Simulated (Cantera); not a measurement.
A closed system holds: 1 mol SiC, 0.0019 mol H2O, 300 mol H2, at 725 °C and 0.00180 Torr.

These are equilibrium values from Cantera (NASA tables, ideal gas, pure condensed phases), not measurements of a reactor. Candidate condensed phases: C, C6H6, C7H8, C8H18, H2O, Si, SiC, SiO2; 123 gas species. Rates play no part.

**Question.** What is the equilibrium state?

**Answer.** 
```
Quantity                                    Value
--------------------------------------  ---------
x(H2)                                       1.000
x(SiO)                                    3.17e-6
x(CO)                                     3.17e-6
x(H)                                      1.39e-6
n(SiC(s))                               0.999 mol
gas amount                              300.0 mol
log10 activity of Si(s) (absent)            -1.37
log10 activity of C(graphite) (absent)      -2.05
```
